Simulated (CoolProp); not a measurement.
Ammonia along the isotherm 136.25 °C: density (kg/m³) from the reference equation and from simpler models built on Tc = 132.4 °C, pc = 11.36 MPa, ω = 0.256; each cubic takes its own stable root.

Values from CoolProp's reference Helmholtz-energy equation of state, Gao 2020.

```
p (MPa)          phase  reference
-------  -------------  ---------
3.79               gas      21.79
7.58               gas      53.58
11.4     supercritical      131.1
15.2     supercritical      370.5
18.9     supercritical      403.7
22.7     supercritical      424.5
26.5     supercritical      439.9
30.3     supercritical      452.3
34.1     supercritical      462.8
37.9     supercritical      472.0
41.7     supercritical      480.1
45.5     supercritical      487.4
49.2     supercritical      494.0
53       supercritical      500.2
56.8     supercritical      505.9
```

Problem. How far does each simpler model (ideal gas, Redlich-Kwong, Peng-Robinson) lie from the reference over these 15 states: mean and median of the absolute difference, and the worst?

Solution. 
- ideal gas: mean 55.9 %, median 56.6 %, worst -79.5 % at 136.25 °C and 15.2 MPa
- Redlich-Kwong: mean 19.0 %, median 21.6 %, worst -26.7 % at 136.25 °C and 15.2 MPa
- Peng-Robinson: mean 11.9 %, median 13.0 %, worst -20.1 % at 136.25 °C and 15.2 MPa
